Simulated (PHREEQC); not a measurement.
Make-up at 25 °C: 0.022 mol Fe2(SO4)3 per kg of water. Closed to the air; pH follows from the charge balance.

The numbers come from PHREEQC with the ion-association model, phreeqc.dat.

Each row changes one thing in this solution. No solid was allowed to form.

| case | pH | ionic strength (mol/kgw) | SO4-2 (mol/kgw) | HSO4- (mol/kgw) |
|---|---|---|---|---|
| as made | 2.67 | 0.0830 | 0.0204 | 0.00210 |
| Fe2(SO4)3 replaced by Li2SO4 at the same molality | 7.12 | 0.0627 | 0.0204 | 7.96e-8 |
| diluted 10-fold with water | 2.96 | 0.0126 | 0.00335 | 0.000259 |
| 0.00058 mol/kgw NaOH added | 2.69 | 0.0847 | 0.0207 | 0.00203 |
| Fe2(SO4)3 from 0.022 to 0.044 mol/kgw | 2.57 | 0.151 | 0.0351 | 0.00395 |
| temperature from 25 to 30 °C | 2.65 | 0.0835 | 0.0204 | 0.00246 |

Some of these states are supersaturated (in Hematite (slow to form), Goethite (slow to form), for instance).
